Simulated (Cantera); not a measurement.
An isothermal, constant-pressure homogeneous reactor starts with CH₄ : H₂ : O₂ : H₂O = 0.011 : 1 : 0.0016 : 0.015 (molar parts), equivalence ratio 330, at 2975 K and 20.0 Torr.

Computed with Cantera and GRI-Mech 3.0 (53 species, 325 reactions). Radical loss at walls, strong at low pressure, is not modelled.

x: mole fraction; the columns are a selection and need not sum to one.

| t (s) | x CH₄ | x H₂ | x O₂ | x C₂H₄ | x H₂O₂ | x H |
|---|---|---|---|---|---|---|
| 7.00e-6 | 0.0101 | 0.972 | 0.00154 | (withheld) | 2.39e-7 | 0.00154 |
| 3.33e-5 | 0.00910 | 0.965 | 0.00136 | (withheld) | 1.86e-7 | 0.00811 |
| 0.000159 | 0.00584 | 0.939 | 0.000147 | (withheld) | 1.23e-8 | 0.0338 |
| 0.000756 | 0.000885 | 0.904 | 1.27e-7 | (withheld) | 1.98e-11 | 0.0734 |
| 0.00360 | 0.000106 | 0.862 | 1.56e-7 | (withheld) | 1.27e-11 | 0.119 |
| 0.0171 | 2.74e-10 | 0.744 | 3.19e-7 | <1e-12 | 9.33e-12 | 0.241 |
| 0.0817 | <1e-12 | 0.505 | 1.73e-6 | <1e-12 | 1.29e-11 | 0.482 |
| 0.389 | <1e-12 | 0.411 | 2.63e-6 | <1e-12 | 1.16e-11 | 0.577 |
| 1.85 | <1e-12 | 0.410 | 2.63e-6 | <1e-12 | 1.16e-11 | 0.577 |
| 8.82 | <1e-12 | 0.410 | 2.63e-6 | <1e-12 | 1.16e-11 | 0.577 |
| 42.0 | <1e-12 | 0.410 | 2.63e-6 | <1e-12 | 1.16e-11 | 0.577 |
| 200 | <1e-12 | 0.410 | 2.63e-6 | <1e-12 | 1.16e-11 | 0.577 |

**Question.** Fill in the missing entries.

**Answer.** 
- 7.00e-6, x C₂H₄: 6.71e-8
- 3.33e-5, x C₂H₄: 2.73e-6
- 0.000159, x C₂H₄: 2.77e-5
- 0.000756, x C₂H₄: 4.23e-6
- 0.00360, x C₂H₄: 3.11e-7
